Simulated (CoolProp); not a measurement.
Methane at 421.78 K and 4.88 MPa flows at 3.3 m/s in a round tube of 25 mm bore and 0.25 µm roughness, fully developed (64/Re and Nu = 3.66 if laminar; Colebrook and Gnielinski if turbulent). Each further row changes one setting.

Model: reference Helmholtz-energy equation of state, Setzmann 1991, in CoolProp.

```
case              Reynolds number  Darcy friction factor  pressure drop (Pa/m)  heat-transfer coefficient (W/(m² K))  mass flow (kg/h)
----------------  ---------------  ---------------------  --------------------  ------------------------------------  ----------------
as stated                       ?                 0.0174                     ?                                   488                 ?
velocity 6.6 m/s           241000                 0.0152                   299                                     ?               264
diameter 50 mm             241000                 0.0151                     ?                                   424                 ?
```

Problem. Fill in the missing entries.

Solution. 
- as stated, Reynolds number: 120000
- as stated, pressure drop (Pa/m): 85.6
- as stated, mass flow (kg/h): 132
- velocity 6.6 m/s, heat-transfer coefficient (W/(m² K)): 851
- diameter 50 mm, pressure drop (Pa/m): 37.3
- diameter 50 mm, mass flow (kg/h): 528

Viscosity comes from a separate model (Quiñones-Cisneros 2006). Thermal conductivity comes from a separate model (Friend 1989).
